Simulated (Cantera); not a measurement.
## Stirred combustor or abatement burner

A perfectly stirred reactor is fed with CH4 : O2 : N2 = 1 : 2.44 : 9.17 (molar parts), equivalence ratio 0.82, at 3.20 bar; it is adiabatic with a 725 K inlet, and is followed from long to short residence time, starting on the burning branch (τ in s: 0.065, 0.036, 0.02, 0.011, 0.0062, 0.0035, 0.0019, 0.0011, 0.0006, 0.00033, 0.00018, 0.0001, 5.7e-05).

Computed with Cantera and GRI-Mech 3.0 (53 species, 325 reactions).

| τ (s) | T (K) | x CH4 | x O2 | x C2H | x HO2 | x NO | x OH |
|---|---|---|---|---|---|---|---|
| 0.065 | 2315 | 1.17e-6 | 0.0336 | <1e-12 | 3.63e-6 | 0.00368 | 0.00464 |
| 0.036 | 2316 | 2.07e-6 | 0.0341 | <1e-12 | 3.71e-6 | 0.00284 | 0.00472 |
| 0.020 | 2315 | 3.61e-6 | 0.0345 | 1.84e-12 | 3.80e-6 | 0.00205 | 0.00483 |
| 0.011 | 2313 | 6.27e-6 | 0.0350 | 5.39e-12 | 3.92e-6 | 0.00140 | 0.00498 |
| 0.0062 | 2309 | 1.05e-5 | 0.0354 | 1.42e-11 | 4.10e-6 | 0.000956 | 0.00520 |
| 0.0035 | 2301 | 1.71e-5 | 0.0359 | 3.47e-11 | 4.39e-6 | 0.000655 | 0.00551 |
| 0.0019 | 2288 | 2.79e-5 | 0.0365 | 8.04e-11 | 4.92e-6 | 0.000448 | 0.00598 |
| 0.0011 | 2270 | 4.23e-5 | 0.0373 | 1.55e-10 | 5.72e-6 | 0.000326 | 0.00652 |
| 0.00060 | 2243 | 6.63e-5 | 0.0384 | 2.94e-10 | 7.17e-6 | 0.000232 | 0.00722 |
| 0.00033 | 2209 | 0.000103 | 0.0398 | 5.25e-10 | 9.45e-6 | 0.000168 | 0.00794 |
| 0.00018 | 2167 | 0.000164 | 0.0416 | 9.27e-10 | 1.30e-5 | 0.000120 | 0.00858 |
| 0.00010 | 2118 | 0.000266 | 0.0440 | 1.64e-9 | 1.80e-5 | 8.69e-5 | 0.00899 |
| 5.7e-5 | 2064 | 0.000444 | 0.0469 | 3.00e-9 | 2.52e-5 | 6.23e-5 | 0.00907 |
x: mole fraction; the columns are a selection and need not sum to one.
